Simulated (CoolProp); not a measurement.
Vapour-liquid equilibrium of ethanol (1) + ethylbenzene (2) at 0.601 MPa; x and y are mole fractions of (1).

Values from CoolProp's multi-fluid Helmholtz-energy mixture model, Schroeder 2014 and Zhou 2012; pair parameters Bell 2016.

Problem. Give the bubble temperature and the first vapour's composition at x = 0.15, 0.35, 0.65. Is there an azeotrope?

Solution. x = 0.15: 435.4 K, y = 0.683; x = 0.35: 418.5 K, y = 0.811; x = 0.65: 410.9 K, y = 0.875. No azeotrope shows between x = 0.05 and 0.95.

The pair parameters rest on a limited set of measurements; away from them the model extrapolates. With so large a gap from Raoult's law the liquid may split in two, which this calculation doesn't test in full.
